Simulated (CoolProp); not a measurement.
Hexamethyldisiloxane (MM) along the isotherm 103.15 °C: density (kg/m³) from the reference equation and from simpler models built on Tc = 245.6 °C, pc = 19.31 bar, ω = 0.418; each cubic takes its own stable root.

The numbers come from the reference Helmholtz-energy equation of state, Thol 2016 in CoolProp.

```
p (bar)   phase  reference  Redlich-Kwong  Soave-Redlich-Kwong  Peng-Robinson
-------  ------  ---------  -------------  -------------------  -------------
4.02     liquid      672.6          586.4                628.3          711.1
8.05     liquid      673.9          590.0                630.5          713.2
12.1     liquid      675.2          593.3                632.5          715.2
16.1     liquid      676.4          596.5                634.5          717.1
20.1     liquid      677.6          599.5                636.5          719.0
24.1     liquid      678.8          602.4                638.3          720.9
28.2     liquid      680.0          605.3                640.2          722.7
32.2     liquid      681.2          608.0                642.0          724.4
36.2     liquid      682.3          610.6                643.7          726.1
40.2     liquid      683.4          613.1                645.4          727.8
44.3     liquid      684.5          615.5                647.1          729.4
48.3     liquid      685.6          617.9                648.7          731.0
```
